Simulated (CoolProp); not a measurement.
Model: reference Helmholtz-energy equation of state, Thol 2012, in CoolProp.

Q: Give the vapour pressure (kPa), liquid density (kg/m³), vapour Z, surface tension (mN/m) of saturated benzene at 352.8, 421 K.

A: 
```csv
T (K),p (kPa),liquid density (kg/m³),vapour Z,surface tension (mN/m)
352.8,100,814,0.966,21.1
421,557,732,0.888,12.9
```

Surface tension comes from a separate correlation (Mulero 2012).
